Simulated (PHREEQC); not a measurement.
0.02 g of hydrous ferric oxide (600 m²/g; 0.2 weak and 0.005 strong sites per Fe, Dzombak-Morel constants, diffuse double layer) in 1 kg of water with 0.01 mol/kgw of an inert sodium salt and 0.00055 mmol/kgw SrCl2 and 8.9e-05 mmol/kgw NiCl2, at 25 °C; the pH is set by adding NaOH or the inert anion's acid. Oxygen is held at 0.21 atm. The system is closed to CO2. No solid was allowed to form.

Base run: PHREEQC, ion-association model, wateq4f.dat. Each further column changes one thing. The table gives Sr sorbed (%).

| pH | base | no electrostatic term (-no_edl) | background salt from 0.01 to 0.001 mol/kgw | oxide from 0.02 to 0.1 g/kgw |
|---|---|---|---|---|
| 4 | 0.0 | 0.0 | 0.0 | 0.0 |
| 4.38 | 0.0 | 0.0 | 0.0 | 0.0 |
| 4.75 | 0.0 | 0.0 | 0.0 | 0.0 |
| 5.5 | 0.0 | 0.1 | 0.0 | 0.0 |
| 5.88 | 0.0 | 0.3 | 0.0 | 0.0 |
| 6.25 | 0.0 | 0.6 | 0.0 | 0.0 |
| 6.62 | 0.0 | 1.3 | 0.0 | 0.1 |
| 7.38 | 0.2 | 3.7 | 0.3 | 1.3 |
| 7.75 | 1.1 | 4.7 | 1.4 | 5.8 |
| 8.12 | 5.2 | 5.1 | 6.6 | 23.0 |
| 8.5 | 20.2 | 4.8 | 25.3 | 59.3 |
| 9.25 | 78.3 | 2.7 | 85.0 | 97.0 |
| 9.62 | 93.2 | 1.8 | 96.2 | 99.3 |
| 10 | 98.2 | 1.2 | 99.2 | 99.8 |
